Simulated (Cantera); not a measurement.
Cantera run:

```python
import numpy as np
import cantera as ct

gas_names = """
    O Br2
""".split()
cond_names = """
    MgBr2(s) MgBr2(L) MgO(s) MgO(L)
""".split()


# ... load() reads the species with a 1 bar reference pressure and builds the phases ...
species = {s.name: s for s in load("nasa_gas.yaml", gas_names) + load("nasa_condensed.yaml", cond_names)}
# Each term lists the table entries of one substance; the one whose range holds T is used.
reactions = {
    'MgBr2 + O(g) = MgO + Br2(g)':
        [(-1, ['MgBr2(s)', 'MgBr2(L)']), (-1, ['O']), (1, ['MgO(s)', 'MgO(L)']), (1, ['Br2'])],
}


def pick(names, T):
    return next(species[n] for n in names if species[n].thermo.min_temp <= T <= species[n].thermo.max_temp)


results = []
for label, terms in reactions.items():
    print(label)
    print("     T/K   dH/kJ  dS/(J/K)   dG/kJ   log10 K")
    for T in [300, 1475, 1500, 1525, 1550, 1575]:
        used = [(nu, pick(names, T)) for nu, names in terms]
        dH = sum(nu * s.thermo.h(T) for nu, s in used) / 1e6
        dS = sum(nu * s.thermo.s(T) for nu, s in used) / 1e3
        dG = dH - T * dS / 1e3
        logK = -dG * 1e6 / (ct.gas_constant * T * np.log(10))
        results.append((label, T, dH, dS, dG, logK, [s.name for _, s in used]))
        print(f"{T:8g} {dH:8.1f} {dS:8.1f} {dG:8.1f} {logK:8.2f}")
```

It prints:

```
MgBr2 + O(g) = MgO + Br2(g)
     T/K   dH/kJ  dS/(J/K)   dG/kJ   log10 K
     300   -295.3     -5.9   -293.5    51.10
    1475   -364.7    -82.7   -242.8     8.60
    1500   -365.6    -83.2   -240.7     8.38
    1525   -366.4    -83.8   -238.6     8.17
    1550   -367.2    -84.3   -236.5     7.97
    1575   -368.1    -84.9   -234.4     7.77
```

Source: NASA polynomial tables (part measured, part estimated), evaluated in Cantera. Condensed species are held in their standard states even where they would react or evaporate.
